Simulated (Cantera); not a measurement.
A perfectly stirred reactor is fed with 41.6 % H2, 12.2 % O2, 46.2 % N2, equivalence ratio 1.7, at 760 Torr; it is adiabatic with a 500 K inlet, and is followed from long to short residence time, starting on the burning branch (τ in s: 0.056, 0.027, 0.013, 0.006, 0.0029, 0.0014, 0.00064, 0.00031, 0.00014, 6.9e-05, 3.3e-05).

Model: GRI-Mech 3.0 (53 species, 325 reactions), integrated in Cantera.

Q: Predict: blow-out, bracketed by the residence times tried; x(H2) at τ = 56.0 ms; x(O2) at τ = 56.0 ms; x(NO) at τ = 56.0 ms; x(H) at τ = 56.0 ms; x(H2) at τ = 1.40 ms; x(O2) at τ = 1.40 ms; x(NO) at τ = 1.40 ms; x(H) at τ = 1.40 ms.

A: 
```json
{
 "blow_out_bracketed_by_the_residence_times_tried": "burning at 33.0 µs, the shortest tried",
 "x(H2) at τ = 56.0 ms": "0.192",
 "x(O2) at τ = 56.0 ms": "4.13e-5",
 "x(NO) at τ = 56.0 ms": "7.45e-5",
 "x(H) at τ = 56.0 ms": "0.00662",
 "x(H2) at τ = 1.40 ms": "0.182",
 "x(O2) at τ = 1.40 ms": "0.000569",
 "x(NO) at τ = 1.40 ms": "3.50e-5",
 "x(H) at τ = 1.40 ms": "0.0279"
}
```
